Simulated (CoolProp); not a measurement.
R410A along the isobar 1.65 MPa: density (kg/m³) from the reference equation and from simpler models built on Tc = 71.3 °C, pc = 4.901 MPa, ω = 0.296; each cubic takes its own stable root.

Model: reference Helmholtz-energy equation of state, Lemmon 2003, in CoolProp. It is a pseudo-pure fit of the blend.

```
T (°C)  phase  reference
------  -----  ---------
42.55     gas      56.95
63.05     gas      50.43
83.55     gas      45.77
103.95    gas      42.17
124.45    gas      39.22
144.95    gas      36.76
165.45    gas      34.64
185.85    gas      32.80
206.35    gas      31.16
226.85    gas      29.70
```

Q: How far does each simpler model (Redlich-Kwong, Peng-Robinson) lie from the reference over these 10 states: mean and median of the absolute difference, and the worst?

A: 
- Redlich-Kwong: mean 0.9 %, median 0.6 %, worst -3.8 % at 42.55 °C and 1.65 MPa
- Peng-Robinson: mean 0.4 %, median 0.3 %, worst -1.1 % at 42.55 °C and 1.65 MPa
